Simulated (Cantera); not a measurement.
An isothermal, constant-pressure homogeneous reactor starts with 0.704 % H2, 78.2 % O2, 21.1 % N2, equivalence ratio 0.0045, at 1148 K and 0.0263 atm.

Model: the H2/O2 subset of GRI-Mech 3.0, which has no nitrogen chemistry, integrated in Cantera. Radical loss at walls, strong at low pressure, is not modelled.

One state of this run: x H2 = 6.56e-8; x O2 = 0.781; x HO2 = 3.87e-8; x H2O = 0.00705; x OH = 2.29e-5; x O = 1.32e-5. x: mole fraction; the columns are a selection and need not sum to one.

Problem. Which value of t (s) does it belong to?
(A) 0.0909
(B) 2.00
(C) 0.000188
(D) 0.00191

Solution. B, 2.00
